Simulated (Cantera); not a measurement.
A perfectly stirred reactor is fed with CO : H₂ : CH₄ : O₂ : N₂ = 1 : 0.2 : 0.1 : 1.86 : 7 (molar parts), equivalence ratio 0.43, at 4580 Torr; it is adiabatic with a 400 K inlet, and is followed from long to short residence time, starting on the burning branch (τ in s: 0.029, 0.017, 0.01, 0.0061, 0.0036, 0.0021, 0.0013, 0.00074, 0.00044, 0.00026, 0.00015, 9.1e-05).

Computed with Cantera and GRI-Mech 3.0 (53 species, 325 reactions).

Problem. What does this change do: CH4 0.1 to 0.13 parts?

Solution. 
```tsv
quantity	before	after
blow-out, bracketed by the residence times tried	burning at 0.740 ms, out at 0.440 ms	burning at 0.440 ms, out at 0.260 ms
x(CO) at τ = 29.0 ms	0.000819	0.000702
x(H₂) at τ = 29.0 ms	2.27e-5	2.33e-5
x(CH₄) at τ = 29.0 ms	4.75e-6	4.73e-6
x(N₂O) at τ = 29.0 ms	2.90e-6	2.28e-6
x(CH₂CO) at τ = 29.0 ms	8.17e-10	7.46e-10
x(CO) at τ = 1.30 ms	0.00802	0.00638
x(H₂) at τ = 1.30 ms	0.000204	0.000191
x(CH₄) at τ = 1.30 ms	4.19e-5	3.87e-5
x(N₂O) at τ = 1.30 ms	3.99e-6	3.90e-6
x(CH₂CO) at τ = 1.30 ms	1.97e-8	1.75e-8
```
